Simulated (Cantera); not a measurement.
Feed: 1 mol SiHCl3, 1.2 mol CH4, 330 mol H2, at 1425 °C and 260 Pa.

These are equilibrium values from Cantera (NASA tables, ideal gas, pure condensed phases), not measurements of a reactor. Candidate condensed phases: C, C6H6, C7H8, C8H18, Si, SiC; 109 gas species. The numbers say what is thermodynamically allowed, not how fast it happens.

Q: What is the equilibrium state?

A: 
```json
{
 "x(H2)": "0.988",
 "x(HCl)": "0.00893",
 "x(H)": "0.00282",
 "x(C2H2 (acetylene))": "7.12e-5",
 "x(Cl)": "1.98e-5",
 "x(SiCl2)": "4.26e-6",
 "x(Si)": "3.71e-6",
 "x(CH4)": "2.80e-6",
 "n(C(graphite))": "0.154 mol",
 "n(SiC(s))": "0.997 mol",
 "gas_amount": "334.9 mol",
 "log10 activity of Si(l) (absent)": "-1.83"
}
```
